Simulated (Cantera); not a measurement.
Input: 1 mol BN, a varied amount of H₂O, 7.4 mol H₂, at 720 Torr.

Cantera equilibrium calculation (NASA polynomials, part measured and part estimated; ideal gas, pure solids and liquids). Candidate condensed phases: B, BN, B₂O₃, B₃O₃H₃, H₂O; 39 gas species. Gases not in the tables: H₃BO₃. The numbers say what is thermodynamically allowed, not how fast it happens.

What condenses at these points (T in K, n(H₂O) in mol): (1525, 6.8); (825, 4.2); (1625, 6.8); (825, 19); (925, 11)?


```tsv
T (K)	n(H₂O) in mol	condensed phases	B condensed (%)
1525	6.8	B₂O₃	69.1
825	4.2	B₂O₃	72.9
1625	6.8	B₂O₃	37.1
825	19	gas only	0.0
925	11	B₂O₃	22.2
```
